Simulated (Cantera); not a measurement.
Feed: 1 mol CH₃F, 4.6 mol H₂, equilibrated at 650 °C and 3.70 mbar.

Equilibrium computed with Cantera from the NASA thermochemical tables; the gas is ideal and each condensed phase is pure. Candidate condensed phases: C, C₆H₆, C₇H₈, C₈H₁₈; 95 gas species. Kinetics and transport are ignored.

Base state: H₂ 0.848, HF 0.152, CH₄ 0.000617 (mole fractions); condensed: C(graphite).

**Question.** What changes in the equilibrium state with this change: CH₃F replaced by CH₂F₂?

**Answer.** 
| species | before | after |
|---|---|---|
| H₂ | 0.848 | 0.696 |
| HF | 0.152 | 0.303 |
| CH₄ | 0.000617 | 0.000417 |
| C(graphite), mol | 0.996 | 0.997 |
